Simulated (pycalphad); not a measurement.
Computed with pycalphad from the COST 507 light-alloy database (1999), at 1 atm. The database dates from 1999; later assessments differ in places, in temperatures and in the compounds included. Phase fractions are per mole of atoms. Kinetics are ignored, which matters at the lower temperatures.

Q: Give the equilibrium state of Si-37.11C (at.%) at 875 K.

A: CSI, fraction 0.742, with 50.0 C at.%; diamond (Si), fraction 0.258, with <0.01 C at.%.

Q: Give the equilibrium state of Si-37.11C (at.%) at 2600 K.

A: CSI, fraction 0.732, with 50.0 C at.%; liquid, fraction 0.268, with 2.0 C at.%.

Database names, with the compositions (at.%) that they take in these runs: CSI: Si 50 C 50.
